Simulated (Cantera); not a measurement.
# Equilibrium for thermal oxidation and active oxidation of silicon: Si + N₂O + H₂

Input: 1 mol Si, 0.046 mol N₂O, 92 mol H₂, held at 1800 °C.

Cantera equilibrium calculation (NASA polynomials, part measured and part estimated; ideal gas, pure solids and liquids). Candidate condensed phases: H₂O, Si, SiO₂, Si₂N₂O, Si₃N₄; 35 gas species. Gases not in the tables: Si₂H₆ and higher silanes. Rates play no part.

From 0.100 Pa to 3.20 mbar nothing is condensed. From 24.0 mbar to 10.0 bar the condensed part is Si(l). The main Si-bearing gas is Si at 0.100 Pa and SiO at 10.0 bar.

| P (Pa) | x H₂ | x H | x Si | x SiO | x N₂ | n Si(l) |
|---|---|---|---|---|---|---|
| 0.100 | 0.112 | 0.882 | 0.00573 | 0.000276 | 0.000276 | 0 |
| 0.750 | 0.391 | 0.601 | 0.00716 | 0.000346 | 0.000346 | 0 |
| 5.60 | 0.697 | 0.294 | 0.00871 | 0.000422 | 0.000422 | 0 |
| 42 | 0.870 | 0.120 | 0.00952 | 0.000465 | 0.000464 | 0 |
| 320 | 0.944 | 0.0452 | 0.00959 | 0.000483 | 0.000482 | 0 |
| 2400 | 0.977 | 0.0168 | 0.00416 | 0.000493 | 0.000490 | 0.504 |
| 18000 | 0.992 | 0.00618 | 0.000555 | 0.000498 | 0.000496 | 0.874 |
| 130000 | 0.996 | 0.00230 | 7.68e-5 | 0.000499 | 0.000498 | 0.927 |
| 1000000 | 0.998 | 0.000832 | 9.98e-6 | 0.000496 | 0.000497 | 0.936 |
x: gas mole fraction; n: condensed amount in mol.
